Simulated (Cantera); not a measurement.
Input (Python, Cantera):

```python
import numpy as np
import cantera as ct

gas = ct.Solution("gri30.yaml")
gas.TPX = 1398, 1000000, {'CH4': 1, 'H2O': 4.3, 'H2': 0.074}
inlet = ct.Reservoir(gas, clone=True)

reactor = ct.IdealGasConstPressureReactor(gas, energy="off", clone=False)
exhaust = ct.Reservoir(gas, clone=True)
tau = [14, 5, 1.8, 0.62, 0.22, 0.078, 0.028, 0.0099, 0.0035][0]
for a, b in ((inlet, reactor), (reactor, exhaust)):
    ct.MassFlowController(a, b, mdot=lambda t: reactor.mass / tau)
net = ct.ReactorNet([reactor])
show = ['CH4', 'H2O', 'H2', 'C2H', 'C2H2', 'OH']

rows = []
print(f"{'tau/s':>10s}{'T/K':>9s}" + "".join(f"{s:>11s}" for s in show))
for tau in [14, 5, 1.8, 0.62, 0.22, 0.078, 0.028, 0.0099, 0.0035]:
    net.initial_time = 0.0
    net.advance(30 * tau)
    before = gas.X
    net.advance(40 * tau)
    drift = np.max(np.abs(gas.X - before) / (gas.X + 1e-9))
    rows.append([gas.T, *gas[show].X, drift])
    print(f"{tau:10.3e}{gas.T:9.1f}" + "".join(f"{x:11.3e}" for x in gas[show].X))
```

It prints:

```
     tau/s      T/K        CH4        H2O         H2        C2H       C2H2         OH
 1.400e+01   1398.0  1.184e-01  6.830e-01  1.558e-01  1.520e-11  4.292e-03  4.993e-08
 5.000e+00   1398.0  1.228e-01  7.167e-01  1.248e-01  2.872e-11  7.542e-03  5.632e-08
 1.800e+00   1398.0  1.281e-01  7.449e-01  9.771e-02  4.013e-11  1.038e-02  5.941e-08
 6.200e-01   1398.0  1.438e-01  7.692e-01  6.725e-02  3.628e-11  9.895e-03  5.814e-08
 2.200e-01   1398.0  1.638e-01  7.859e-01  4.022e-02  2.101e-11  5.806e-03  5.858e-08
 7.800e-02   1398.0  1.766e-01  7.949e-01  2.420e-02  7.850e-12  2.134e-03  6.024e-08
 2.800e-02   1398.0  1.825e-01  7.986e-01  1.725e-02  1.749e-12  4.807e-04  5.985e-08
 9.900e-03   1398.0  1.848e-01  7.998e-01  1.479e-02  2.056e-13  6.028e-05  5.622e-08
 3.500e-03   1398.0  1.856e-01  8.001e-01  1.406e-02  1.315e-14  4.357e-06  4.975e-08
```

Computed with Cantera and GRI-Mech 3.0 (53 species, 325 reactions).
